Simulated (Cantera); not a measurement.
Charge: 1 mol SO2, held at 2323.15 K and 1.05 Torr.

These are equilibrium values from Cantera (NASA tables, ideal gas, pure condensed phases), not measurements of a reactor. Candidate condensed phases: S; 10 gas species. Kinetics and transport are ignored.

Base state: SO2 0.744, SO 0.147, O2 0.0628, O 0.0380, S 0.00793, S2 0.000227, SO3 1.80e-5, S2O 1.36e-5 (mole fractions); condensed: gas only.

Task: What changes in the equilibrium state with this change: pressure from 1.05 Torr to 10.0 Torr?

Result: 
| species | before | after |
|---|---|---|
| SO2 | 0.744 | 0.879 |
| SO | 0.147 | 0.0752 |
| O2 | 0.0628 | 0.0350 |
| O | 0.0380 | 0.00919 |
| S | 0.00793 | 0.00177 |
| SO3 | 1.80e-5 | 4.90e-5 |

Task: What changes in the equilibrium state with this change: temperature from 2323.15 K to 1548 K?

Result: 
```csv
species,before,after
SO2,0.744,0.999
SO,0.147,0.000933
O2,0.0628,0.000453
O,0.0380,4.34e-6
S,0.00793,4.51e-7
S2,0.000227,5.83e-8
```
